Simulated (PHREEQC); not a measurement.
**Ultrapure water in contact with air or piping: an equilibrium model**

A made-up water analysis in mg/kgw, 25 °C, pH 6.7, pe 9: Na 0.171; K 0.00274; Ca 0.0775; Mg 0.0493; Cl 0.186; S(6) as SO4 0.226; Alkalinity as HCO3 0.338; Pb 0.0208.

Na is adjusted to close the charge balance.
Valence states are taken as typed.

Model: ion-association model, phreeqc.dat, run in PHREEQC.

Each row changes one thing in this solution. Precipitation was switched off in this run.

```tsv
case	HCO3- (mol/kgw)	CO2 (mol/kgw)	Pb+2 (mol/kgw)	PbOH+ (mol/kgw)	PbCO3 (mol/kgw)	CO3-2 (mol/kgw)	SI of Pb(OH)2 (Pb(OH)2)	SI of Cerussite (PbCO3)
as made	5.67e-6	2.53e-6	8.93e-8	8.58e-9	2.01e-9	1.35e-9	-1.81	-2.81
all concentrations times 3 at the same typed pH	1.66e-5	7.39e-6	2.56e-7	2.43e-8	1.66e-8	4.02e-9	-1.36	-1.89
Alkalinity from 0.338 to 0.169 mg/kgw	2.91e-6	1.30e-6	9.03e-8	8.69e-9	1.05e-9	6.94e-10	-1.80	-3.09
pH from 6.7 to 7.7 at the same alkalinity	4.96e-6	2.21e-7	4.60e-8	4.42e-8	9.07e-9	1.19e-8	-0.10	-2.15
temperature from 25 to 55 °C at the same typed pH	5.35e-6	2.05e-6	8.86e-8	8.51e-9	2.79e-9	1.90e-9	-0.88	-2.99
```

Complexes and solids missing from the database can't appear. Away from 25 °C the constants follow the database's enthalpies or fits; those with neither stay at their 25 °C values.
